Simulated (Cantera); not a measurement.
Input (Python, Cantera):

```python
import numpy as np
import cantera as ct

gas = ct.Solution("SiF4_NH3_mec.yaml", "gas")
gas.TPX = 1825, 100000, {'NH3': 0.49, 'H2': 5.8}
reactor = ct.IdealGasConstPressureReactor(gas, energy="off", clone=False)
net = ct.ReactorNet([reactor])
net.rtol, net.atol = 1e-08, 1e-18
show = ['NH3', 'H2', 'N2H4', 'NH2', 'N2H2', 'H']
times = np.geomspace(2e-06, 2, 9)

steps = ct.SolutionArray(gas, extra=["t"])
rows = []
print(f"{'t/s':>10s}{'T/K':>9s}{'P/Pa':>11s}" + "".join(f"{s:>11s}" for s in show))
for t in times:
    while net.time < t:
        t_next = net.step()
        steps.append(gas.state, t=t_next)
    rows.append([np.interp(t, steps.t, y) for y in (steps.T, steps.P, *steps(*show).X.T)])
    print(f"{t:10.3e}{rows[-1][0]:9.1f}{rows[-1][1]:11.4g}" + "".join(f"{x:11.3e}" for x in rows[-1][2:]))
rate = np.gradient(steps.T, steps.t)
print("integrator steps:", len(steps.t))
if steps.T.max() > steps.T[0] + 200:
    print(f"time of steepest temperature rise: {steps.t[rate.argmax()]:.4e} s")
gas.TPX = 1825, 100000, {'NH3': 0.49, 'H2': 5.8}
gas.equilibrate("TP")
print(f"equilibrium (TP): T = {gas.T:.1f} K  " + "  ".join(f"{s} {gas[s].X[0]:.3e}" for s in show))
```

Result:

```
       t/s      T/K       P/Pa        NH3         H2       N2H4        NH2       N2H2          H
 2.000e-06   1825.0      1e+05  7.790e-02  9.221e-01  1.385e-14  9.065e-08  1.473e-14  3.468e-07
 1.125e-05   1825.0      1e+05  7.790e-02  9.221e-01  4.583e-13  4.672e-07  8.899e-13  1.993e-06
 6.325e-05   1825.0      1e+05  7.790e-02  9.221e-01  1.465e-11  2.583e-06  3.545e-11  1.124e-05
 3.557e-04   1825.0      1e+05  7.788e-02  9.220e-01  4.545e-10  1.434e-05  1.371e-09  6.264e-05
 2.000e-03   1825.0      1e+05  7.778e-02  9.219e-01  7.924e-09  5.990e-05  3.828e-08  2.622e-04
 1.125e-02   1825.0      1e+05  7.687e-02  9.223e-01  1.126e-08  7.142e-05  5.934e-08  3.165e-04
 6.325e-02   1825.0      1e+05  7.196e-02  9.249e-01  1.012e-08  6.771e-05  5.355e-08  3.215e-04
 3.557e-01   1825.0      1e+05  5.169e-02  9.358e-01  5.861e-09  5.154e-05  3.166e-08  3.447e-04
 2.000e+00   1825.0      1e+05  1.673e-02  9.545e-01  8.036e-10  1.909e-05  4.582e-09  4.023e-04
integrator steps: 701
equilibrium (TP): T = 1825.0 K  NH3 4.947e-06  H2 9.634e-01  N2H4 8.111e-17  NH2 6.049e-09  N2H2 3.109e-14  H 4.351e-04
```

Cantera simulation using the gas-phase N/H chemistry of the illustrative SiF4/NH3 mechanism in the Surface Chemkin manual (1991); the numbers are that mechanism's predictions, not measurements. Walls and surfaces, which speed up NH3 decomposition in real reactors, are not modelled.
